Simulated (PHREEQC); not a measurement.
Make-up at 44 °C: 0.0097 mol/kgw FeCl3, 0.0018 mol/kgw NiCl2, 6.2e-05 mol/kgw NaF and 0.14 mol/kgw Na2SO4. Closed to the air; pH follows from the charge balance.

Computed with PHREEQC (ion-association model, wateq4f.dat).

Each row changes one thing in this solution. Precipitation was switched off in this run.

```csv
case,pH,ionic strength (mol/kgw),Na+ (mol/kgw),Ni+2 (mol/kgw),NiCl+ (mol/kgw),F- (mol/kgw),SI of Halite (NaCl)
as made,3.28,0.363,0.250,0.000797,1.62e-5,1.10e-6,-4.04
NiCl2 from 0.0018 to 0.0036 mol/kgw,3.28,0.365,0.250,0.00160,3.61e-5,1.09e-6,-4.00
Na2SO4 from 0.14 to 0.154 mol/kgw,3.30,0.395,0.273,0.000777,1.56e-5,1.16e-6,___
Na2SO4 left out,2.27,0.0507,6.20e-5,0.00174,5.91e-5,3.40e-8,-7.52
FeCl3 left out,6.77,0.355,0.247,0.000759,1.71e-6,5.82e-5,___
```

Q: Fill in the missing entries.

A: 
- Na2SO4 from 0.14 to 0.154 mol/kgw, SI of Halite (NaCl): -4.01
- FeCl3 left out, SI of Halite (NaCl): -5.00

Some of these states are supersaturated (in Jarosite-Na, Hematite (slow to form), Goethite (slow to form), for instance). Away from 25 °C the constants follow the database's enthalpies or fits; those with neither stay at their 25 °C values. Fluoro complexes past AlF4- and FeF3 are missing from the database.
